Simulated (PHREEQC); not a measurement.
Solution (85 °C): 0.0091 mol HF, 0.011 mol NH4F, 5.7e-05 mol H4SiO4 and 0.12 mol H2SO4 per kg of water. Closed to the air; pH follows from the charge balance.

Computed with PHREEQC (ion-association model, phreeqc.dat).

```csv
quantity,before,after
pH,1.04,1.01
ionic strength (mol/kgw),0.133,0.146
HSO4- (mol/kgw),0.113,0.106
SO4-2 (mol/kgw),0.00663,0.0131
NH4SO4- (mol/kgw),0.000255,0.000508
F- (mol/kgw),6.37e-5,0.000108
SI of Quartz (SiO2),-1.00,-1.63
```

**Question.** Name the change that produced these shifts.
A. temperature from 85 to 55 °C
B. NH4F from 0.011 to 0.0099 mol/kgw
C. diluted 5-fold with water

**Answer.** A, temperature from 85 to 55 °C

No solid was allowed to form. At this temperature some constants are extrapolated from 25 °C, and those without enthalpy data are left unchanged. SiF6-2 is the database's only silicon fluoride.
